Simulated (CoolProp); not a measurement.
Vapour-liquid equilibrium of ethylene (1) + 1-butene (2) at 0.0223 MPa; x and y are mole fractions of (1).

Values from CoolProp's multi-fluid Helmholtz-energy mixture model, Smukala 2000 and Lemmon 2005; pair parameters Bell 2016.

| x | bubble temperature (°C) | y at the bubble point | dew temperature at overall composition x (°C) | liquid density (mol/L) |
|---|---|---|---|---|
| 0.05 | -76.6 | 0.913 | ? | 12.76 |
| 0.2 | -103.4 | ? | -43.7 | 14.12 |
| 0.35 | ? | 0.998 | -47.3 | 15.26 |
| 0.5 | -117.1 | 0.999 | -51.8 | 16.46 |
| 0.65 | -120.5 | 1.000 | -57.4 | 17.76 |
| 0.8 | -123.0 | 1.000 | -65.7 | ? |
| 0.95 | -125.1 | 1.000 | -83.1 | 20.76 |

### Question
Some entries are withheld; supply them.

### Answer

- 0.05, dew temperature at overall composition x (°C): -40.6
- 0.2, y at the bubble point: 0.994
- 0.35, bubble temperature (°C): -112.1
- 0.8, liquid density (mol/L): 19.18

No azeotrope shows between x = 0.05 and 0.95.

Pair parameters are fitted to limited data, so mixtures are less certain than the pure fluids.
